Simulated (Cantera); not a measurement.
Feed: 1 mol Ti(OiPr)₄, 2 mol H₂O, 1.1 mol H₂, equilibrated at 42.0 Torr.

Cantera equilibrium calculation (NASA polynomials, part measured and part estimated; ideal gas, pure solids and liquids). Candidate condensed phases: C, C₆H₆, C₇H₈, C₈H₁₈, H₂O, Ti, TiC, TiO, TiO₂, Ti₂O₃, Ti₃O₅, Ti₄O₇; 113 gas species. The feed counts by its element totals alone. TiC: taken at fixed stoichiometry. Kinetics and transport are ignored.

Question: At 2023 K, list the 5 most abundant gas species with their mole fractions, and the condensed phases.

Answer: H₂ 0.734, CO 0.259, H 0.00687, C₂H₂ (acetylene) 0.000655, CH₄ 1.20e-5. Condensed: C(graphite) + TiC(s).
